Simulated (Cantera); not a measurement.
**Ignition delay**

Mixture: CO : H₂ : O₂ : N₂ : H₂O = 1 : 0.047 : 0.77 : 2.89 : 0.074 (molar parts), at 22.0 bar, adiabatic and at constant volume. Ignition delay is the time to a rise of 400 K.

Detailed kinetics in Cantera: GRI-Mech 3.0 (53 species, 325 reactions). The hydrogen kinetics of GRI-Mech 3.0 are dated; newer H2 mechanisms differ, most at raised pressure. The pressure lies above the range GRI-Mech 3.0 was tuned for (to about 10 atm).

```json
[
 {"T0 (K)": "1025", "delay (ms)": "2.63"},
 {"T0 (K)": "1075", "delay (ms)": "0.944"},
 {"T0 (K)": "1125", "delay (ms)": "0.374"},
 {"T0 (K)": "1175", "delay (ms)": "0.161"},
 {"T0 (K)": "1225", "delay (ms)": "0.0747"},
 {"T0 (K)": "1275", "delay (ms)": "0.0373"},
 {"T0 (K)": "1325", "delay (ms)": "0.0202"},
 {"T0 (K)": "1375", "delay (ms)": "0.0120"}
]
```

The apparent activation energy between 1275 and 1375 K comes out as 170 kJ/mol.
